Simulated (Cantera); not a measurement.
Feed: 1 mol PbO, a varied amount of N2, at 1225 K and 1.00 mbar.

Cantera equilibrium calculation (NASA polynomials, part measured and part estimated; ideal gas, pure solids and liquids). Candidate condensed phases: Pb, PbO, PbO2, Pb3O4; 12 gas species. Gases not in the tables: (PbO)n polymers. The numbers say what is thermodynamically allowed, not how fast it happens.

x: gas mole fraction; n: condensed amount in mol.

| n(N2) (mol) | x N2 | x PbO | x Pb | x O2 | x NO | x O | x Pb2 | n PbO(l) |
|---|---|---|---|---|---|---|---|---|
| 0.1 | 0.859 | 0.113 | 0.0188 | 0.00937 | 5.20e-5 | 1.29e-7 | 1.81e-8 | 0.985 |
| 0.3 | 0.859 | 0.113 | 0.0188 | 0.00937 | 5.20e-5 | 1.29e-7 | 1.81e-8 | 0.954 |
| 0.86 | 0.859 | 0.113 | 0.0188 | 0.00937 | 5.20e-5 | 1.29e-7 | 1.81e-8 | 0.868 |
| 2.5 | 0.859 | 0.113 | 0.0188 | 0.00937 | 5.20e-5 | 1.29e-7 | 1.81e-8 | 0.617 |
| 7.3 | 0.872 | 0.102 | 0.0175 | 0.00875 | 5.06e-5 | 1.24e-7 | (withheld) | 0 |
| 21 | 0.950 | 0.0364 | 0.00884 | 0.00440 | 3.75e-5 | 8.83e-8 | (withheld) | 0 |
| 61 | 0.982 | 0.0119 | 0.00420 | 0.00209 | 2.62e-5 | 6.08e-8 | (withheld) | 0 |

Problem. Complete the blanks.

Solution. 
- 7.3, x Pb2: 1.58e-8
- 21, x Pb2: 4.00e-9
- 61, x Pb2: 9.02e-10
